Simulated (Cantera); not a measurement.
An isothermal, constant-pressure homogeneous reactor starts with H2 : O2 = 0.007 : 1 (molar parts), at 1200 K and 1.35 Torr. Integrator tolerance rtol = 1e-08.

Detailed kinetics in Cantera: GRI-Mech 3.0 (53 species, 325 reactions). Radical loss at walls, strong at low pressure, is not modelled.

```json
[
 {"quantity": "x(H2) at 2.00 s", "before": "1.86e-5 (gas-phase equilibrium 2.11e-9)", "after": "3.41e-5 (gas-phase equilibrium 2.97e-9)"},
 {"quantity": "x(O2) at 2.00 s", "before": "0.987 (gas-phase equilibrium 0.993)", "after": "0.983 (gas-phase equilibrium 0.990)"},
 {"quantity": "x(HO2) at 2.00 s", "before": "8.40e-8 (gas-phase equilibrium 2.34e-9)", "after": "1.12e-7 (gas-phase equilibrium 2.77e-9)"},
 {"quantity": "x(H2O) at 2.00 s", "before": "0.00658 (gas-phase equilibrium 0.00697)", "after": "0.00921 (gas-phase equilibrium 0.00981)"},
 {"quantity": "x(H) at 2.00 s", "before": "0.000186 (gas-phase equilibrium 2.15e-10)", "after": "0.000329 (gas-phase equilibrium 2.55e-10)"},
 {"quantity": "x(O) at 2.00 s", "before": "0.00547 (gas-phase equilibrium 5.92e-7)", "after": "0.00712 (gas-phase equilibrium 5.92e-7)"},
 {"quantity": "x(H2O2) at 2.00 s", "before": "1.78e-9 (gas-phase equilibrium 7.06e-12)", "after": "2.48e-9 (gas-phase equilibrium 9.92e-12)"}
]
```

Problem. Which change was made?
A) O2 1 to 0.71 parts
B) pressure from 1.35 Torr to 7.50 Torr
C) O2 1 to 7 parts
D) temperature 1200 to 1450 K

Solution. A, O2 1 to 0.71 parts
